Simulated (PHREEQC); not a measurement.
A solution holds 0.0011 mol ZnCl2, 5.4e-05 mol Cd(NO3)2 and 0.00041 mol Li2CO3 per kg of water, at 25 °C. Closed to the air; pH follows from the charge balance.

Model: ion-association model, wateq4f.dat, run in PHREEQC.

No solid was allowed to form.

### Question
Order these C species by the share of C that they hold, largest first: HCO3-, Zn(CO3)2-2, ZnHCO3+, CO2, ZnCO3.

### Answer
HCO3- (58 %), ZnCO3 (34 %), ZnHCO3+ (4.4 %), Zn(CO3)2-2 (2.2 %), CO2 (1.1 %)

The pH is 8.04 and the ionic strength 0.00336 mol/kgw. Examples of supersaturated solids here: Otavite, Zn(OH)2-e. Others may be too. The database's zinc carbonate complexes are estimates, stronger than later reviews accept.
